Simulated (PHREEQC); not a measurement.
Brine: an equilibrium model

Consider water at 25 °C with 0.01 mol LiCl, 0.3 mol FeCl2 and 3e-06 mol H4SiO4 per kg of water. Closed to the air; pH follows from the charge balance.

Equilibrium calculation in PHREEQC: ion-association model, phreeqc.dat.

No solid was allowed to form.

### Question
Estimate the pH.

### Answer
pH 5.34.

### Question
In which forms is Cl present?

### Answer
Cl- 94 %, FeCl+ 6.0 % of the Cl.

Caution: at this ionic strength the ion-association model is outside its range; a Pitzer model would be the better tool where its parameters exist.
